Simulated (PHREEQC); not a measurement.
Solution (46 °C): 1.1 mmol/kgw LiOH. Closed to the air; pH follows from the charge balance.

Computed with PHREEQC (Pitzer model, pitzer.dat).

Precipitation was switched off in this run.

**Question.** Estimate the pH, specific conductance.

**Answer.** pH 10.39; specific conductance 385 µS/cm.

Species that the database lacks are ignored. Away from 25 °C the constants follow the database's enthalpies or fits; those with neither stay at their 25 °C values.
